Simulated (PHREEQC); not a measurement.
Nickel, zinc or cadmium bath (model solution)

Solution (5.2 °C): 0.11 mol/kgw ZnCl2, 0.001 mol/kgw Na2SO4 and 0.00068 mol/kgw FeSO4. Closed to the air; pH follows from the charge balance.

Model: ion-association model, wateq4f.dat, run in PHREEQC.

Each row changes one thing in this solution. Precipitation was switched off in this run.

```tsv
case	pH	ionic strength (mol/kgw)	SO4-2 (mol/kgw)	NaSO4- (mol/kgw)	HSO4- (mol/kgw)	SI of Mirabilite (Na2SO4:10H2O)
as made	4.98	0.316	0.000688	1.55e-6	1.71e-7	-7.35
temperature from 5.2 to 25 °C	4.96	0.297	0.000668	1.69e-6	2.54e-7	-8.36
Na2SO4 from 0.001 to 0.0011 mol/kgw	4.98	0.316	0.000729	1.80e-6	1.82e-7	-7.24
ZnCl2 from 0.11 to 0.099 mol/kgw	(withheld)	(withheld)	0.000699	1.63e-6	1.66e-7	(withheld)
FeSO4 replaced by ZnSO4 at the same molality	4.98	0.316	0.000687	1.55e-6	1.72e-7	-7.35
0.032 mol/kgw H3PO4 added	1.90	0.332	0.000626	1.38e-6	0.000187	-7.40
ZnCl2 left out	(withheld)	0.00544	0.00160	1.03e-5	(withheld)	-6.29
temperature from 5.2 to 50 °C	4.84	0.262	0.000680	1.97e-6	6.16e-7	-9.44
```

**Question.** Some entries are withheld; supply them.

**Answer.** 
- ZnCl2 from 0.11 to 0.099 mol/kgw, pH: 5.01
- ZnCl2 from 0.11 to 0.099 mol/kgw, ionic strength (mol/kgw): 0.286
- ZnCl2 from 0.11 to 0.099 mol/kgw, SI of Mirabilite (Na2SO4:10H2O): -7.32
- ZnCl2 left out, pH: 6.76
- ZnCl2 left out, HSO4- (mol/kgw): 1.44e-8

H3PO4, which wateq4f.dat lacks, is added to it with the constant of phreeqc.dat. Constants without temperature data keep their 25 °C values here. The database has no phosphate complexes of Zn.
